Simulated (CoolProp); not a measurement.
Vapour-liquid equilibrium of dimethyl carbonate (1) + n-heptane (2) at 336.5 K; x and y are mole fractions of (1).

The numbers come from the multi-fluid Helmholtz-energy mixture model, Zhou 2011 and Span 2003; pair parameters Bell 2016 in CoolProp.

Question: Give the bubble pressure and the first vapour's composition at x = 0.45, 0.85, 0.95. Is there an azeotrope?

Answer: x = 0.45: 0.5366 bar, y = 0.563; x = 0.85: 0.5145 bar, y = 0.691; x = 0.95: 0.4571 bar, y = 0.833. y crosses x between x = 0.55 and 0.65: the model has an azeotrope there.

Pair parameters are fitted to limited data, so mixtures are less certain than the pure fluids. With so large a gap from Raoult's law the liquid may split in two, which this calculation doesn't test in full.
